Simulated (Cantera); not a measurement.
Input: 1 mol FeS2, 0.61 mol H2S, 2.6 mol N2, at 1227 °C and 9.75 Torr.

These are equilibrium values from Cantera (NASA tables, ideal gas, pure condensed phases), not measurements of a reactor. Candidate condensed phases: Fe, FeS, FeS2, S; 16 gas species. FeS: taken at fixed stoichiometry. Equilibrium is a limit: real reactors are often held back by kinetics, nucleation or transport.

Base state: N2 0.655, S2 0.190, H2 0.129, H2S 0.0233, SH 0.00254, S 0.000156, H 5.55e-5 (mole fractions); condensed: FeS(l).

**Question.** What changes in the equilibrium state with this change: temperature from 1227 °C to 752 °C?

**Answer.** 
| species | before | after |
|---|---|---|
| N2 | 0.655 | 0.691 |
| S2 | 0.190 | 0.147 |
| H2S | 0.0233 | 0.133 |
| H2 | 0.129 | 0.0291 |
| H | 5.55e-5 | 6.52e-9 |
| S | 0.000156 | 4.39e-8 |
| SH | 0.00254 | 6.68e-5 |
| FeS(l), mol | 1.000 | 0 |
| FeS(s), mol | 0 | 1.00 |
Gases not in the tables: S3 to S7.

**Question.** What changes in the equilibrium state with this change: temperature from 1227 °C to 975 °C?

**Answer.** 
| species | before | after |
|---|---|---|
| N2 | 0.655 | 0.669 |
| S2 | 0.190 | 0.173 |
| H2 | 0.129 | 0.0897 |
| H2S | 0.0233 | 0.0670 |
| H | 5.55e-5 | 1.23e-6 |
| S | 0.000156 | 4.44e-6 |
| SH | 0.00254 | 0.000607 |
| FeS(l), mol | 1.000 | 0 |
| FeS(s), mol | 0 | 1.00 |
Gases not in the tables: S3 to S7.

**Question.** What changes in the equilibrium state with this change: FeS2 replaced by FeS?

**Answer.** 
| species | before | after |
|---|---|---|
| N2 | 0.655 | 0.746 |
| H2 | 0.129 | 0.156 |
| S2 | 0.190 | 0.0776 |
| H2S | 0.0233 | 0.0180 |
| S | 0.000156 | 9.94e-5 |
| SH | 0.00254 | 0.00178 |
| FeS(l), mol | 1.000 | 1.000 |
